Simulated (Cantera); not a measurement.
Charge: 1 mol MgO, 2.6 mol CH₄, 2.9 mol H₂, held at 1473 K and 1 atm.

Equilibrium computed with Cantera from the NASA thermochemical tables; the gas is ideal and each condensed phase is pure. Candidate condensed phases: C, C₆H₆, C₇H₈, C₈H₁₈, H₂O, Mg, MgCO₃, MgO, Mg(OH)₂; 116 gas species. Kinetics and transport are ignored.

Problem. What is the equilibrium state?

Solution. 
- x(H₂) = 0.996
- x(CH₄) = 0.00295
- x(CO) = 0.000481
- x(Mg) = 0.000477
- x(H) = 1.25e-5
- x(C₂H₂ (acetylene)) = 6.48e-6
- x(MgH) = 4.81e-6
- x(C₂H₄) = 2.45e-6
- x(H₂O) = 1.02e-6
- n(C(graphite)) = 2.57 mol
- n(MgO(s)) = 0.996 mol
- gas amount = 8.084 mol
- log10 activity of Mg(l) (absent) = -3.68
